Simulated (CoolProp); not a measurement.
Methanol at 298.15 K and 0.00955 MPa flows at 6.4 m/s in a round tube of 50 mm bore and 1.5 µm roughness, fully developed (64/Re and Nu = 3.66 if laminar; Colebrook and Gnielinski if turbulent). Each further row changes one setting.

Model: reference Helmholtz-energy equation of state, de Reuck 1993, in CoolProp.

| case | Reynolds number | Darcy friction factor | pressure drop (Pa/m) | heat-transfer coefficient (W/(m² K)) | mass flow (kg/h) |
|---|---|---|---|---|---|
| as stated | 4130 | 0.0395 | 2.02 | 4.95 | 5.63 |
| velocity 12.8 m/s | 8270 | 0.0325 | 6.64 | 9.52 | 11.3 |
| diameter 100 mm | 8270 | 0.0325 | 0.829 | 4.76 | 22.5 |

Viscosity comes from a separate model (Xiang 2006). Thermal conductivity comes from a separate model (Sykioti 2013).
